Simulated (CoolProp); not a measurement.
A single-stage vapour-compression cycle with R21: evaporating at 274.15 K (dew point), condensing at 330.15 K (bubble point), superheat 5 K, subcooling 2 K, compressor efficiency 0.65, no pressure losses. Each further row changes one setting.

Values from CoolProp's reference Helmholtz-energy equation of state, Platzer 1990. This equation is an older, rougher fit; its heat capacities, sound speeds and derivatives of the liquid may be far off and weren't checked against measurements.

```
case                              cooling COP  pressure ratio  discharge temperature (K)  refrigerating effect (kJ/kg)  volumetric capacity (kJ/m³)
--------------------------------  -----------  --------------  -------------------------  ----------------------------  ---------------------------
as stated                                   ?            6.51                      397.3                           189                          638
evaporating temperature 279.15 K            ?               ?                      390.0                           192                          781
condensing temperature 325.15 K             ?            5.67                      388.2                           195                          657
subcooling 7 K                              ?            6.51                      397.3                           195                          657
superheat 15 K                           2.65            6.51                          ?                           195                            ?
compressor efficiency 0.55               2.26            6.51                      415.2                           189                          638
```

Question: Complete the blanks.

Answer: 
- as stated, cooling COP: 2.67
- evaporating temperature 279.15 K, cooling COP: 3.04
- evaporating temperature 279.15 K, pressure ratio: 5.31
- condensing temperature 325.15 K, cooling COP: 2.99
- subcooling 7 K, cooling COP: 2.75
- superheat 15 K, discharge temperature (K): 409.5
- superheat 15 K, volumetric capacity (kJ/m³): 633
